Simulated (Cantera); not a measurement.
Charge: 1 mol B, 15 mol H₂O, 5.7 mol H₂, 27 mol N₂, held at 13.3 mbar.

These are equilibrium values from Cantera (NASA tables, ideal gas, pure condensed phases), not measurements of a reactor. Candidate condensed phases: B, BN, B₂O₃, B₃O₃H₃, H₂O; 39 gas species. Equilibrium is a limit: real reactors are often held back by kinetics, nucleation or transport. All values below are at 1750 °C.

Base state: N₂ 0.558, H₂O 0.268, H₂ 0.146, HBO₂ 0.0201, H 0.00629, OH 0.00120, B₂O₃ 0.000164, BO₂ 0.000109 (mole fractions); condensed: gas only.

What changes in the equilibrium state with this change: H₂O from 15 to 0.087 mol?


| species | before | after |
|---|---|---|
| N₂ | 0.558 | 0.817 |
| H₂ | 0.146 | 0.174 |
| H | 0.00629 | 0.00686 |
| H₂O | 0.268 | 1.01e-6 |
| HBO₂ | 0.0201 | 1.60e-6 |
| HBO | 6.62e-5 | 0.00166 |
| OH | 0.00120 | 4.14e-9 |
| NO | 8.12e-5 | <1e-9 |
| BN(s), mol | 0 | 0.913 |
The tables' values for BH₂ are old estimates; treat these amounts as uncertain.
